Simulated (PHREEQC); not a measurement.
1 kg of water holding 0.079 mol CaCl2, 0.047 mol SrCl2 and 0.14 mol KCl is evaporated at 25 °C; the solids stay in contact with the brine. The system is closed to CO2. Solids allowed: Portlandite, Sylvite. Others were left out.

All values are PHREEQC results (Pitzer model, pitzer.dat), not measurements.

Task: Predict ionic strength, water activity at water left (kg) = 1, 0.375, 0.07809.

Result: 
```csv
water left (kg),ionic strength,water activity
1,0.518,0.990
0.375,1.38,0.972
0.07809,6.63,0.829
```
